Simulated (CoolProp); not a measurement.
Vapour-liquid equilibrium of benzene (1) + ethylbenzene (2) at 2.26 bar; x and y are mole fractions of (1).

Values from CoolProp's multi-fluid Helmholtz-energy mixture model, Thol 2012 and Zhou 2012; pair parameters Bell 2016.

Q: Give the bubble temperature and the first vapour's composition at x = 0.05, 0.35, 0.95. Is there an azeotrope?

A: x = 0.05: 437.5 K, y = 0.136; x = 0.35: 414.2 K, y = 0.658; x = 0.95: 383.5 K, y = 0.990. No azeotrope shows between x = 0.05 and 0.95.

The pair parameters rest on a limited set of measurements; away from them the model extrapolates.
